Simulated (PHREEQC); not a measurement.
Dissolve 110 mmol/kgw KH2PO4 at 25 °C. Closed to the air; pH follows from the charge balance.

The numbers come from PHREEQC with the ion-association model, phreeqc.dat.

This is a speciation only: nothing precipitates in the calculation.

Problem. Predict the pH, specific conductance, density.

Solution. pH 4.47; specific conductance 9610 µS/cm; density 1.007 g/cm³.
